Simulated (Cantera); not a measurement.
A perfectly stirred reactor is fed with H2 : O2 : N2 = 0.95 : 1 : 10 (molar parts), at 0.132 atm; it is held at 925 K, and followed from long to short residence time.

Computed with Cantera and the H2/O2 subset of GRI-Mech 3.0, which has no nitrogen chemistry. Radical loss at walls, strong at low pressure, is not modelled. Below about 950 K walls govern HO2 and H2O2 in real vessels. The temperature is held fixed by assumption; the heat of reaction is taken as removed at once.

One state of this run: x H2 = 0.00742; x O2 = 0.0493; x HO2 = 8.35e-6; x O = 0.000320; x H2O2 = 4.01e-7; x OH = 0.000197. x: mole fraction; the columns are a selection and need not sum to one.

Task: Which value of τ (s) does it belong to?
(A) 0.017
(B) 0.050
(C) 0.14
(D) 0.029

Result: D, 0.029
